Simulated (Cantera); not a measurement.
Feed: 1 mol Cu2O, 0.57 mol CH4, 1.3 mol H2, at 0.0133 bar.

Method: chemical equilibrium by Gibbs-energy minimisation in Cantera with the NASA 1993 tables (ideal gas, pure condensed phases). Candidate condensed phases: C, C6H6, C7H8, C8H18, Cu, CuO, Cu(OH)2, Cu2O, H2O; 113 gas species. Kinetics and transport are ignored.

Q: At 1273 K, list the 4 most abundant gas species with their mole fractions, and the condensed phases.

A: H2 0.686, CO 0.171, H2O 0.124, CO2 0.0187. Condensed: Cu(s).
